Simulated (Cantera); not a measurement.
A freely propagating, adiabatic, planar premixed flame of 41.6 % H₂, 12.2 % O₂, 46.2 % N₂, unburnt at 700 K and 630000 Pa; mixture-averaged transport, grid criteria slope 0.08 and curve 0.16, no radiation.

Detailed kinetics in Cantera: the H2/O2 subset of GRI-Mech 3.0, which has no nitrogen chemistry. The hydrogen kinetics of GRI-Mech 3.0 are dated; newer H2 mechanisms differ, most at raised pressure. Burning velocities carry a grid error of a few per cent, more on coarse grids.

x: mole fraction of selected species; z is measured from the peak of heat release.

```
z (mm)   T (K)  u (m/s)   x H₂      x O₂    x H₂O     x HO₂       x O     x OH
-------  -----  -------  -----  --------  -------  --------  --------  -------
-0.135     700     12.4  0.416     0.122    <1e-8     <1e-8     <1e-8    <1e-8
-0.0900    700     12.4  0.416     0.122    <1e-8     <1e-8     <1e-8    <1e-8
-0.0675    700     12.4  0.416     0.122  2.49e-8   2.57e-8     <1e-8    <1e-8
-0.0450    700     12.4  0.416     0.122  2.34e-6   3.23e-6   1.65e-8    <1e-8
-0.0225    740     12.9  0.408     0.123  0.00172  0.000634   1.83e-5  9.54e-5
-0.0112   1004     17.0  0.370     0.115   0.0266  0.000671  0.000452  0.00111
0         1436     23.7  0.285    0.0794    0.104  0.000328   0.00286  0.00335
0.0112    1749     28.5  0.208    0.0330    0.193  0.000128   0.00407  0.00666
0.0225    1909     30.9  0.176    0.0113    0.235   4.22e-5   0.00329  0.00843
0.0450    2054     32.9  0.169   0.00244    0.254   9.15e-6   0.00224  0.00913
0.0900    2185     34.7  0.174       [?]    0.261       [?]       [?]      [?]
0.180     2296     36.2  0.180       [?]    0.267       [?]       [?]      [?]
0.360     2379     37.2  0.185  0.000199    0.271   7.90e-7  0.000299  0.00463
```

Some entries are withheld; supply them.


- 0.0900, x O₂: 0.000935
- 0.0900, x HO₂: 3.73e-6
- 0.0900, x O: 0.00136
- 0.0900, x OH: 0.00828
- 0.180, x O₂: 0.000465
- 0.180, x HO₂: 1.88e-6
- 0.180, x O: 0.000696
- 0.180, x OH: 0.00656
